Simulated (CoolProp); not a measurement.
Vapour-liquid equilibrium of n-heptane (1) + toluene (2) at 212 kPa; x and y are mole fractions of (1).

Model: multi-fluid Helmholtz-energy mixture model, Span 2003 and Lemmon 2006; pair parameters Bell 2016, in CoolProp.

```json
[
 {"x": "0.05", "bubble temperature (°C)": "137.2", "y at the bubble point": "0.083", "dew temperature at overall composition x (°C)": "137.8", "liquid density (mol/L)": "7.990"},
 {"x": "0.2", "bubble temperature (°C)": "133.5", "y at the bubble point": "?", "dew temperature at overall composition x (°C)": "135.0", "liquid density (mol/L)": "7.581"},
 {"x": "0.35", "bubble temperature (°C)": "130.9", "y at the bubble point": "0.435", "dew temperature at overall composition x (°C)": "132.3", "liquid density (mol/L)": "7.200"},
 {"x": "0.5", "bubble temperature (°C)": "129.1", "y at the bubble point": "0.569", "dew temperature at overall composition x (°C)": "?", "liquid density (mol/L)": "6.848"},
 {"x": "0.65", "bubble temperature (°C)": "127.7", "y at the bubble point": "0.696", "dew temperature at overall composition x (°C)": "128.1", "liquid density (mol/L)": "6.524"},
 {"x": "0.8", "bubble temperature (°C)": "?", "y at the bubble point": "0.823", "dew temperature at overall composition x (°C)": "126.8", "liquid density (mol/L)": "6.225"},
 {"x": "0.95", "bubble temperature (°C)": "125.9", "y at the bubble point": "0.955", "dew temperature at overall composition x (°C)": "125.9", "liquid density (mol/L)": "5.948"}
]
```

Task: Some entries are withheld; supply them.

Result: 
- 0.2, y at the bubble point: 0.281
- 0.5, dew temperature at overall composition x (°C): 130.0
- 0.8, bubble temperature (°C): 126.6

No azeotrope shows between x = 0.05 and 0.95.

The pair parameters rest on a limited set of measurements; away from them the model extrapolates.
